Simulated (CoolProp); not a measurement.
CH3F (R41) along the isotherm 222.2 K: density (kg/m³) from the reference equation and from simpler models built on Tc = 317.3 K, pc = 5.906 MPa, ω = 0.200; each cubic takes its own stable root.

The numbers come from the reference Helmholtz-energy equation of state, Lemmon 2006 in CoolProp. It is a short technical equation, of lower accuracy than the large ones.

```
p (MPa)   phase  reference
-------  ------  ---------
0.028       gas     0.5192
0.0638      gas      1.193
0.145       gas      2.768
0.33        gas      6.631
0.752    liquid      821.5
1.71     liquid      823.4
3.89     liquid      827.6
8.86     liquid      836.5
```

Q: How far does each simpler model (Soave-Redlich-Kwong, Peng-Robinson) lie from the reference over these 8 states: mean and median of the absolute difference, and the worst?

A: 
- Soave-Redlich-Kwong: mean 10.9 %, median 11.6 %, worst -20.9 % at 222.2 K and 0.752 MPa
- Peng-Robinson: mean 5.6 %, median 6.3 %, worst -10.4 % at 222.2 K and 0.752 MPa
